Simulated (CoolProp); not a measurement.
cis-2-butene at several states: Z from the reference equation and from simpler models built on Tc = 435.8 K, pc = 4.236 MPa, ω = 0.202; each cubic takes its own stable root.

The numbers come from the reference Helmholtz-energy equation of state, Lemmon 2005 in CoolProp. It is a short technical equation, of lower accuracy than the large ones.

```
T (K)  p (MPa)   phase  reference  van der Waals  Redlich-Kwong  Soave-Redlich-Kwong  Peng-Robinson
-----  -------  ------  ---------  -------------  -------------  -------------------  -------------
303.1   0.0135     gas     0.9962         0.9978         0.9970               0.9968         0.9966
168.3     14.9  liquid     0.7843          1.280         0.8709               0.8668         0.7742
430       5.63  liquid     0.2157         0.3167         0.2581               0.2559         0.2299
434      0.139     gas     0.9883         0.9901         0.9886               0.9886         0.9873
```
